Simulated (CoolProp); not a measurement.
Saturation properties of ethylbenzene (Tc = 617.1 K, pc = 3.622 MPa, ω = 0.304).

The numbers come from the reference Helmholtz-energy equation of state, Zhou 2012 in CoolProp.

```tsv
T (K)	p (MPa)	liquid density (kg/m³)	liquid conductivity (mW/(m K))
460.3	0.3347	706.7	92.5
465.2	0.3696	701.2	91.7
470.1	0.4071	695.6	___
475	0.4475	689.9	90.2
479.8	0.4899	684.2	___
484.7	0.5362	678.4	___
489.6	___	672.4	88.0
494.5	0.6388	666.3	87.3
499.4	0.6952	660.1	86.6
504.2	0.7540	653.8	___
509.1	0.8179	___	85.2
514	___	640.8	84.6
518.9	___	634.0	83.9
```

Fill in the missing entries.


- 470.1, liquid conductivity (mW/(m K)): 90.9
- 479.8, liquid conductivity (mW/(m K)): 89.4
- 484.7, liquid conductivity (mW/(m K)): 88.7
- 489.6, p (MPa): 0.5858
- 504.2, liquid conductivity (mW/(m K)): 85.9
- 509.1, liquid density (kg/m³): 647.4
- 514, p (MPa): 0.8857
- 518.9, p (MPa): 0.9576

It boils at 409.3 K under 1 atm.

Thermal conductivity comes from a separate model (Mylona 2014).
